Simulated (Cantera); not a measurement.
Cantera with NASA thermochemical tables; ideal gases at 1 bar, condensed phases pure. Values are per mole of reaction as written; species without (g) are pure solids or liquids, kept so even where they would boil at 1 bar. TiC: taken at fixed stoichiometry.

TiC + 2 HCl(g) = Ti + CH2Cl2(g)

```
T (K)  ΔH° (kJ)  ΔS° (J/K)  ΔG° (kJ)  log10 K  condensed phases
-----  --------  ---------  --------  -------  ----------------
500       270.7     -103.7     322.6   -33.70     TiC(s), Ti(α)
600         ___        ___       ___      ___     TiC(s), Ti(α)
700       269.5     -105.8     343.6   -25.64     TiC(s), Ti(α)
800       269.4     -106.0     354.2   -23.12     TiC(s), Ti(α)
900       269.5     -105.8     364.8   -21.17     TiC(s), Ti(α)
1000      269.9     -105.4     375.3   -19.60     TiC(s), Ti(α)
1100      270.7     -104.6     385.8   -18.32     TiC(s), Ti(α)
1200        ___        ___       ___      ___     TiC(s), Ti(β)
1300      275.6     -100.4     406.1   -16.32     TiC(s), Ti(β)
```

Q: Fill in the missing entries.

A: 
- 600, ΔH° (kJ): 269.9
- 600, ΔS° (J/K): -105.1
- 600, ΔG° (kJ): 333.0
- 600, log10 K: -28.99
- 1200, ΔH° (kJ): 275.4
- 1200, ΔS° (J/K): -100.6
- 1200, ΔG° (kJ): 396.1
- 1200, log10 K: -17.24
